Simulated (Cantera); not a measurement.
Feed: 1 mol PbO, 4.2 mol H2, 0.26 mol H2O, held at 1700 K and 133 Pa.

These are equilibrium values from Cantera (NASA tables, ideal gas, pure condensed phases), not measurements of a reactor. Candidate condensed phases: H2O, Pb, PbO, PbO2, Pb3O4; 12 gas species. Equilibrium is a limit: real reactors are often held back by kinetics, nucleation or transport.

Base state: H2 0.584, H2O 0.230, Pb 0.183, H 0.00308, PbO 8.85e-5, OH 6.28e-5 (mole fractions); condensed: gas only.

Task: What changes in the equilibrium state with this change: 1.3 mol NH3 added?

Result: 
```tsv
species	before	after
H2	0.584	0.636
H2O	0.230	0.156
Pb	0.183	0.124
N2	0	0.0805
PbO	8.85e-5	3.73e-5
OH	6.28e-5	4.08e-5
H	0.00308	0.00322
```
